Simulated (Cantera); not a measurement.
Charge: 1 mol TiO₂, 0.13 mol Cl₂, 2.7 mol O₂, equilibrated at 0.0580 bar.

Method: chemical equilibrium by Gibbs-energy minimisation in Cantera with the NASA 1993 tables (ideal gas, pure condensed phases). Candidate condensed phases: Ti, TiCl₂, TiCl₃, TiCl₄, TiO, TiO₂, Ti₂O₃, Ti₃O₅, Ti₄O₇; 15 gas species. Kinetics and transport are ignored. All values below are at 1473 K.

Base state: O₂ 0.938, Cl 0.0338, Cl₂ 0.0281, ClO 0.000201, O 1.12e-5 (mole fractions); condensed: TiO₂(rutile).

What changes in the equilibrium state with this change: pressure from 0.0580 bar to 0.0100 bar?


```json
[
 {"species": "O₂", "before": "0.938", "after": "0.926"},
 {"species": "Cl", "before": "0.0338", "after": "0.0592"},
 {"species": "Cl₂", "before": "0.0281", "after": "0.0149"},
 {"species": "O", "before": "1.12e-5", "after": "2.69e-5"},
 {"species": "ClO", "before": "0.000201", "after": "0.000145"},
 {"species": "TiO₂(rutile), mol", "before": "1.000", "after": "1.00"}
]
```
